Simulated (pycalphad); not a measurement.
Source of the numbers: pycalphad with the COST 507 light-alloy database (1999); pressure 1 atm. The data set is of 1999 and partly superseded. Amounts are mole fractions of atoms.

Q: Give the equilibrium state of Al-1.77Si-0.84C (at.%) at 1127 °C.

A: 
```
T = 1400.00 K, P = 101325 Pa, N = 1 mol of atoms
G = -75018 J/mol, H = 43094 J/mol, S = 84.37 J/(mol K)  (SER reference)
chemical potentials (J/mol): Al -74596, Si -101558, C -68082
phase             fraction      x(Al)      x(Si)       x(C)
LIQUID              0.9805     0.9819     0.0180   2.83e-05
AL4C3               0.0195     0.5707   0.000691     0.4286
```

Q: Give the equilibrium state of Al-1.77Si-0.84C (at.%) at 377 °C.

A: fcc, fraction 0.966, with 0.19 Si, <0.01 C at.%; AL8SIC7, fraction 0.019, with 6.2 Si, 43.8 C at.%; diamond (Si), fraction 0.015, with >99.99 Si, <0.01 C at.%.

Database names, with the compositions (at.%) that they take in these runs: AL4C3: Al 57 C 43; AL8SIC7: Al 50 C 44 Si 6.
